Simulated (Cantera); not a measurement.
Input: 1 mol SiH2Cl2, 1.8 mol HCl, 250 mol N2, equilibrated at 1475 °C and 8200 Pa.

Equilibrium computed with Cantera from the NASA thermochemical tables; the gas is ideal and each condensed phase is pure. Candidate condensed phases: NH4Cl, Si, Si3N4; 28 gas species. The tables' values for SiCl3 are old estimates; treat these amounts as uncertain. Rates play no part.

Base state: N2 0.985, HCl 0.00695, H2 0.00399, SiCl2 0.00385, SiCl3 7.75e-5, Cl 6.79e-5, H 5.04e-5 (mole fractions); condensed: gas only.

What changes in the equilibrium state with this change: HCl from 1.8 to 0.081 mol?


| species | before | after |
|---|---|---|
| N2 | 0.985 | 0.992 |
| HCl | 0.00695 | 0.00355 |
| H2 | 0.00399 | 0.00234 |
| SiCl2 | 0.00385 | 0.00228 |
| SiCl3 | 7.75e-5 | 3.07e-5 |
| Cl | 6.79e-5 | 4.53e-5 |
| H | 5.04e-5 | 3.86e-5 |
| Si3N4(s), mol | 0 | 0.138 |
